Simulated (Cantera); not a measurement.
A Cantera script and its output.

```python
import numpy as np
import cantera as ct

gas = ct.Solution("gri30.yaml")
gas.TPX = 1200, 1333, {'H2': 0.025, 'O2': 1}
reactor = ct.IdealGasConstPressureReactor(gas, energy="off", clone=False)
net = ct.ReactorNet([reactor])
net.rtol, net.atol = 1e-08, 1e-18
show = ['H2', 'O2', 'H2O', 'OH', 'H2O2', 'H']
times = np.geomspace(1e-06, 4, 13)

steps = ct.SolutionArray(gas, extra=["t"])
rows = []
print(f"{'t/s':>10s}{'T/K':>9s}{'P/Pa':>11s}" + "".join(f"{s:>11s}" for s in show))
for t in times:
    while net.time < t:
        t_next = net.step()
        steps.append(gas.state, t=t_next)
    rows.append([np.interp(t, steps.t, y) for y in (steps.T, steps.P, *steps(*show).X.T)])
    print(f"{t:10.3e}{rows[-1][0]:9.1f}{rows[-1][1]:11.4g}" + "".join(f"{x:11.3e}" for x in rows[-1][2:]))
rate = np.gradient(steps.T, steps.t)
print("integrator steps:", len(steps.t))
if steps.T.max() > steps.T[0] + 200:
    print(f"time of steepest temperature rise: {steps.t[rate.argmax()]:.4e} s")
gas.TPX = 1200, 1333, {'H2': 0.025, 'O2': 1}
gas.equilibrate("TP")
print(f"equilibrium (TP): T = {gas.T:.1f} K  " + "  ".join(f"{s} {gas[s].X[0]:.3e}" for s in show))
```

Output:

```
       t/s      T/K       P/Pa         H2         O2        H2O         OH       H2O2          H
 1.000e-06   1200.0       1333  2.439e-02  9.756e-01  6.500e-16  2.543e-13  2.166e-17  2.160e-11
 3.550e-06   1200.0       1333  2.439e-02  9.756e-01  2.797e-14  3.125e-12  2.727e-16  7.444e-11
 1.260e-05   1200.0       1333  2.439e-02  9.756e-01  1.170e-12  3.618e-11  3.431e-15  2.396e-10
 4.472e-05   1200.0       1333  2.439e-02  9.756e-01  4.276e-11  3.521e-10  4.316e-14  6.468e-10
 1.587e-04   1200.0       1333  2.439e-02  9.756e-01  1.191e-09  2.548e-09  5.427e-13  1.602e-09
 5.635e-04   1200.0       1333  2.439e-02  9.756e-01  3.555e-08  2.629e-08  6.801e-12  1.040e-08
 2.000e-03   1200.0       1333  2.437e-02  9.756e-01  1.755e-05  9.497e-06  1.070e-10  3.536e-06
 7.099e-03   1200.0       1333  2.949e-04  9.553e-01  2.196e-02  1.950e-03  5.081e-08  2.353e-03
 2.520e-02   1200.0       1333  1.838e-04  9.593e-01  2.270e-02  1.615e-03  4.342e-08  1.557e-03
 8.944e-02   1200.0       1333  9.442e-05  9.673e-01  2.363e-02  1.161e-03  4.148e-08  5.546e-04
 3.175e-01   1200.0       1333  2.153e-05  9.734e-01  2.434e-02  5.567e-04  3.048e-08  5.931e-05
 1.127e+00   1200.0       1333  2.651e-06  9.750e-01  2.459e-02  1.966e-04  1.316e-08  2.579e-06
 4.000e+00   1200.0       1333  3.117e-07  9.753e-01  2.466e-02  6.782e-05  3.552e-09  1.053e-07
integrator steps: 1423
equilibrium (TP): T = 1200.0 K  H2 2.770e-09  O2 9.753e-01  H2O 2.469e-02  OH 6.446e-06  H2O2 6.744e-11  H 9.055e-11
```

Computed with Cantera and GRI-Mech 3.0 (53 species, 325 reactions). Radical loss at walls, strong at low pressure, is not modelled.
